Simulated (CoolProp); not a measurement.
Vapour-liquid equilibrium of n-hexane (1) + cyclohexane (2) at 380.2 K; x and y are mole fractions of (1).

Values from CoolProp's multi-fluid Helmholtz-energy mixture model, Thol 2019 and Zhou 2014; pair parameters Bell 2016.

```tsv
x	bubble pressure, mixture model (bar)	bubble pressure, Raoult's law (bar)	y, mixture model	y, Raoult's law
0.05	2.153	2.141	0.072	0.069
0.125	2.230	2.204	0.171	0.167
0.2	2.304	2.267	___	0.259
0.275	2.373	2.330	0.348	0.347
0.35	2.440	2.394	0.427	0.430
0.425	2.504	2.457	0.503	0.509
0.5	___	2.520	0.574	0.584
0.575	2.626	2.583	0.644	0.655
0.65	2.684	2.646	0.710	0.722
0.725	2.741	2.709	0.775	0.787
0.8	2.796	2.773	0.838	0.849
0.875	2.851	2.836	0.900	0.907
0.95	___	2.899	0.960	0.964
```

What belongs in the gaps?


- 0.2, y, mixture model: 0.263
- 0.5, bubble pressure, mixture model (bar): 2.566
- 0.95, bubble pressure, mixture model (bar): 2.905

The largest gap from Raoult's law is +1.9 % in bubble pressure, at x = 0.35. No azeotrope shows between x = 0.05 and 0.95.

Pair parameters are fitted to limited data, so mixtures are less certain than the pure fluids.
